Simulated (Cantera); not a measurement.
A closed system holds: 1 mol Si, 2.3 mol NF₃, equilibrated at 350 °C and 51.0 mbar.

These are equilibrium values from Cantera (NASA tables, ideal gas, pure condensed phases), not measurements of a reactor. Candidate condensed phases: Si, Si₃N₄; 16 gas species. Kinetics and transport are ignored.

Base state: SiF₄ 0.375, NF₃ 0.350, N₂ 0.256, F₂ 0.0183, F 0.000154 (mole fractions); condensed: gas only.

**Question.** What changes in the equilibrium state with this change: NF₃ from 2.3 to 0.87 mol?

**Answer.** 
```
species          before  after
-------------  --------  -----
SiF₄              0.375  0.762
N₂                0.256  0.238
NF₃               0.350  <1e-9
F₂               0.0183  <1e-9
F              0.000154  <1e-9
Si₃N₄(s), mol         0  0.116
```

**Question.** What changes in the equilibrium state with this change: pressure from 51.0 mbar to 1.00 bar?

**Answer.** 
| species | before | after |
|---|---|---|
| SiF₄ | 0.375 | 0.379 |
| NF₃ | 0.350 | 0.365 |
| N₂ | 0.256 | 0.254 |
| F₂ | 0.0183 | 0.00259 |
| F | 0.000154 | 1.31e-5 |

**Question.** What changes in the equilibrium state with this change: temperature from 350 °C to 277 °C?

**Answer.** 
| species | before | after |
|---|---|---|
| SiF₄ | 0.375 | 0.379 |
| NF₃ | 0.350 | 0.365 |
| N₂ | 0.256 | 0.253 |
| F₂ | 0.0183 | 0.00198 |
| F | 0.000154 | 6.33e-6 |
